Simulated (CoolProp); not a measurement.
The fluid at 298.15 K and 13.2 MPa flows at 5.2 m/s in a round tube of 12.7 mm bore and 0.25 µm roughness, fully developed (64/Re and Nu = 3.66 if laminar; Colebrook and Gnielinski if turbulent). The same conditions are run with several fluids, on thermodynamics alone (safety and materials aside).

Model: reference Helmholtz-energy equation of state of each fluid (R134a: Tillner-Roth 1994; n-hexane: Thol 2019; o-xylene: Zhou 2012; R407C: Lemmon 2003; n-octane: Beckmüller 2019), in CoolProp. Blends and air are pseudo-pure fits.

### Question
Rank R134a, n-hexane, o-xylene, R407C, n-octane by Reynolds number, highest first.

### Answer
R407C (425000), R134a (353000), n-hexane (130000), n-octane (80200), o-xylene (69100)

```
fluid     Darcy friction factor  pressure drop (Pa/m)  heat-transfer coefficient (W/(m² K))  mass flow (kg/h)
--------  ---------------------  --------------------  ------------------------------------  ----------------
R134a                    0.0143                 19200                                  9160              3000
n-hexane                 0.0172                 12200                                  7020              1580
o-xylene                 0.0195                 18400                                  5590              2100
R407C                    0.0138                 17700                                  9890              2860
n-octane                 0.0189                 14300                                  5900              1680
```

Transport values come from each fluid's own correlations; those of R134a are estimates that may be off by 10 % or more.
